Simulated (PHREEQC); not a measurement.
Consider water at 25 °C with 0.072 mol/kgw NH4HS. Closed to the air; pH follows from the charge balance.

Computed with PHREEQC (ion-association model, phreeqc.dat).

Each row changes one thing in this solution. Precipitation was switched off in this run.

```tsv
case	pH	ionic strength (mol/kgw)	NH4+ (mol/kgw)	HS- (mol/kgw)	H2S (mol/kgw)	NH3 (mol/kgw)
as made	8.10	0.0683	0.0683	0.0683	0.00372	0.00371
diluted 100-fold with water	8.09	0.000674	0.000674	0.000673	4.68e-5	4.55e-5
NH4HS from 0.072 to 0.0792 mol/kgw	8.10	0.0752	0.0752	0.0751	0.00405	0.00404
temperature from 25 to 45 °C	[?]	0.0666	0.0666	0.0665	0.00545	0.00544
NH4HS from 0.072 to 0.144 mol/kgw	8.10	0.137	0.137	0.137	0.00682	0.00681
temperature from 25 to 40 °C	[?]	0.0671	0.0670	0.0670	0.00495	0.00495
diluted 5-fold with water	8.09	0.0136	0.0136	0.0136	0.000845	0.000843
NH4HS from 0.072 to 0.0072 mol/kgw	8.09	0.00677	0.00677	0.00676	0.000437	0.000435
```

**Question.** Complete the blanks.

**Answer.** 
- temperature from 25 to 45 °C, pH: 7.70
- temperature from 25 to 40 °C, pH: 7.79

At this temperature some constants are extrapolated from 25 °C, and those without enthalpy data are left unchanged.
